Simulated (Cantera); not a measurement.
## Al + NH3 + N2 (aluminium nitride and oxide growth)

Input: 1 mol Al, 290 mol NH3, 290 mol N2, held at 1927 °C.

Equilibrium computed with Cantera from the NASA thermochemical tables; the gas is ideal and each condensed phase is pure. Candidate condensed phases: Al, AlN; 13 gas species. Kinetics and transport are ignored.

From 10.0 Pa to 0.270 bar nothing is condensed. At 1.00 bar the condensed part is AlN(s). The main Al-bearing gas is Al throughout.

```json
[
 {"P (Pa)": "10", "log p N2": "-4.37", "log p H2": "-4.56", "log p H": "-4.53", "log p Al": "-7.01", "log p AlH": "-10.02", "log p NH3": "-13.85", "log p N": "-10.09", "n AlN(s)": "0"},
 {"P (Pa)": "37", "log p N2": "-3.77", "log p H2": "-3.87", "log p H": "-4.18", "log p Al": "-6.41", "log p AlH": "-9.07", "log p NH3": "-12.52", "log p N": "-9.79", "n AlN(s)": "0"},
 {"P (Pa)": "140", "log p N2": "-3.18", "log p H2": "-3.22", "log p H": "-3.86", "log p Al": "-5.82", "log p AlH": "-8.16", "log p NH3": "-11.25", "log p N": "-9.49", "n AlN(s)": "0"},
 {"P (Pa)": "520", "log p N2": "-2.60", "log p H2": "-2.62", "log p H": "-3.56", "log p Al": "-5.24", "log p AlH": "-7.28", "log p NH3": "-10.06", "log p N": "-9.20", "n AlN(s)": "0"},
 {"P (Pa)": "1900", "log p N2": "-2.03", "log p H2": "-2.04", "log p H": "-3.27", "log p Al": "-4.68", "log p AlH": "-6.42", "log p NH3": "-8.91", "log p N": "-8.92", "n AlN(s)": "0"},
 {"P (Pa)": "7200", "log p N2": "-1.45", "log p H2": "-1.45", "log p H": "-2.98", "log p Al": "-4.10", "log p AlH": "-5.55", "log p NH3": "-7.73", "log p N": "-8.63", "n AlN(s)": "0"},
 {"P (Pa)": "27000", "log p N2": "-0.87", "log p H2": "-0.88", "log p H": "-2.69", "log p Al": "-3.54", "log p AlH": "-4.70", "log p NH3": "-6.58", "log p N": "-8.34", "n AlN(s)": "0"},
 {"P (Pa)": "100000", "log p N2": "-0.30", "log p H2": "-0.30", "log p H": "-2.40", "log p Al": "-3.04", "log p AlH": "-3.92", "log p NH3": "-5.44", "log p N": "-8.06", "n AlN(s)": "0.103"}
]
```
log p: log10 of the partial pressure in bar; n: condensed amount in mol.
